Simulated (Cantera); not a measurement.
Input (Python, Cantera):

```python
import numpy as np
import cantera as ct

surf = ct.Interface("ptcombust.yaml", "Pt_surf")
gas = surf.adjacent["gas"]
gas.TPX = 750, 480000, {'CO': 0.0075, 'O2': 0.01, 'N2': 0.79, 'H2O': 0.026}
surf.TP = 750, 480000
reactor = ct.FlowReactor(gas, clone=False)
reactor.area = 0.0001  # m2
reactor.surface_area_to_volume_ratio = 910  # 1/m
reactor.mass_flow_rate = 0.34 * reactor.area * gas.density  # inlet velocity 0.34 m/s
reactor.energy_enabled = False
wall = ct.ReactorSurface(surf, reactor, clone=False)
net = ct.ReactorNet([reactor])
net.rtol, net.atol = 1e-8, 1e-16
show, cover = ['CO', 'O2', 'H2O', 'CO2'], ['PT(S)', 'H(S)', 'O(S)', 'OH(S)', 'CO(S)', 'C(S)']

rows = []
print(f"{'z/m':>9s}{'u/(m/s)':>9s}" + "".join(f"{s:>13s}" for s in show + cover))
for z in [0.00046, 0.001, 0.0022, 0.0046, 0.01, 0.022, 0.046]:
    net.advance(z)
    rows.append([reactor.speed, *gas[show].X, *surf[cover].coverages])
    print(f"{z:9.4g}{rows[-1][0]:9.3g}" + "".join(f"{x:13.4e}" for x in rows[-1][1:]))
```

Output:

```
      z/m  u/(m/s)           CO           O2          H2O          CO2        PT(S)         H(S)         O(S)        OH(S)        CO(S)         C(S)
  0.00046     0.34   8.4009e-03   1.1701e-02   3.1203e-02   6.0003e-04   4.9024e-02   4.0986e-07   3.0719e-03   6.7293e-04   9.4718e-01   1.4801e-11
    0.001     0.34   7.6606e-03   1.1334e-02   3.1215e-02   1.3437e-03   5.1399e-02   4.2591e-07   3.2798e-03   7.1210e-04   9.4456e-01   1.4494e-11
   0.0022    0.339   5.7923e-03   1.0407e-02   3.1244e-02   3.2204e-03   5.9393e-02   4.7575e-07   4.0593e-03   8.5199e-04   9.3564e-01   1.3404e-11
   0.0046    0.338   1.6852e-04   7.6160e-03   3.1332e-02   8.8696e-03   3.3204e-02   1.2973e-08   9.5662e-01   9.7931e-03   3.5404e-04   1.2033e-17
     0.01    0.338   4.2736e-06   7.5345e-03   3.1335e-02   9.0346e-03   2.7322e-02   9.6476e-09   9.6373e-01   8.9167e-03   6.0356e-06   1.6754e-19
    0.022    0.338   2.4318e-09   7.5324e-03   3.1335e-02   9.0389e-03   2.7210e-02   9.5880e-09   9.6386e-01   8.8991e-03   3.4061e-09   9.4149e-23
    0.046    0.338   8.9433e-16   7.5324e-03   3.1335e-02   9.0389e-03   2.7210e-02   9.5879e-09   9.6386e-01   8.8991e-03   1.2530e-15   3.4768e-29
```

Computed with Cantera and Deutschmann's 1995 Pt surface mechanism with GRI-Mech 3.0 gas chemistry. Catalytic surfaces can have several steady states; this one follows from the mechanism file's or the stated starting coverage. Mass transfer to the wall is taken as infinitely fast.
